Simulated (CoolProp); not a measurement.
Vapour-liquid equilibrium of dimethyl carbonate (1) + n-nonane (2) at 443.2 K; x and y are mole fractions of (1).

The numbers come from the multi-fluid Helmholtz-energy mixture model, Zhou 2011 and Lemmon 2006; pair parameters Bell 2016 in CoolProp.

**Question.** Give the bubble pressure and the first vapour's composition at x = 0.25, 0.35, 0.85. Is there an azeotrope?

**Answer.** x = 0.25: 4.405 bar, y = 0.679; x = 0.35: 5.167 bar, y = 0.745; x = 0.85: 7.248 bar, y = 0.916. No azeotrope shows between x = 0.05 and 0.95.

Pair parameters are fitted to limited data, so mixtures are less certain than the pure fluids.
